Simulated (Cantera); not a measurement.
A freely propagating, adiabatic, planar premixed flame of CH4 : H2 : O2 : N2 = 1 : 0.036 : 1.68 : 6.32 (molar parts), equivalence ratio 1.2, unburnt at 325 K and 2.30 bar; mixture-averaged transport, grid criteria slope 0.08 and curve 0.16, no radiation.

Cantera simulation using GRI-Mech 3.0 (53 species, 325 reactions); the numbers are that mechanism's predictions, not measurements. Burning velocities carry a grid error of a few per cent, more on coarse grids.

Q: Predict: laminar burning velocity; thermal thickness; peak x(HCO); peak x(HO2); peak x(C2H6).

A: laminar burning velocity: 27.3 cm/s
thermal thickness: 0.265 mm
peak x(HCO): 2.11e-5
peak x(HO2): 0.000130
peak x(C2H6): 0.00115
